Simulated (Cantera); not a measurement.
A perfectly stirred reactor is fed with C2H6 : N2 = 1 : 55 (molar parts), at 100000 Pa; it is held at 1550 K, and followed from long to short residence time.

Detailed kinetics in Cantera: GRI-Mech 3.0 (53 species, 325 reactions). GRI-Mech 3.0 stops at C3 and has no aromatics, soot or wall deposition, so with more carbon than oxygen in the feed, carbon stays in small species such as C2H2 where larger ones or solid carbon would form.

What does this change do: pressure from 100000 Pa to 32.0 Pa?


```tsv
quantity	before	after
x(C2H6) at τ = 6.30 s	2.98e-6	0.000171
x(C2H2) at τ = 6.30 s	0.0155	0.0143
x(H2) at τ = 6.30 s	0.0294	0.0278
x(HCN) at τ = 6.30 s	4.85e-7	2.19e-5
x(CH4) at τ = 6.30 s	0.00337	0.00306
x(C2H6) at τ = 20.0 ms	0.000268	0.0151
x(C2H2) at τ = 20.0 ms	0.0133	2.27e-5
x(H2) at τ = 20.0 ms	0.0250	0.000991
x(HCN) at τ = 20.0 ms	3.80e-7	1.42e-7
x(CH4) at τ = 20.0 ms	0.00526	0.000195
```
Radical loss at walls, strong at low pressure, is not modelled.

What does this change do: pressure from 100000 Pa to 350 Pa?


```json
[
 {"quantity": "x(C2H6) at τ = 6.30 s", "before": "2.98e-6", "after": "2.34e-5"},
 {"quantity": "x(C2H2) at τ = 6.30 s", "before": "0.0155", "after": "0.0162"},
 {"quantity": "x(H2) at τ = 6.30 s", "before": "0.0294", "after": "0.0316"},
 {"quantity": "x(HCN) at τ = 6.30 s", "before": "4.85e-7", "after": "4.82e-5"},
 {"quantity": "x(CH4) at τ = 6.30 s", "before": "0.00337", "after": "0.00155"},
 {"quantity": "x(C2H6) at τ = 20.0 ms", "before": "0.000268", "after": "0.00458"},
 {"quantity": "x(C2H2) at τ = 20.0 ms", "before": "0.0133", "after": "0.00344"},
 {"quantity": "x(H2) at τ = 20.0 ms", "before": "0.0250", "after": "0.0116"},
 {"quantity": "x(HCN) at τ = 20.0 ms", "before": "3.80e-7", "after": "2.44e-6"},
 {"quantity": "x(CH4) at τ = 20.0 ms", "before": "0.00526", "after": "0.00289"}
]
```
Radical loss at walls, strong at low pressure, is not modelled.
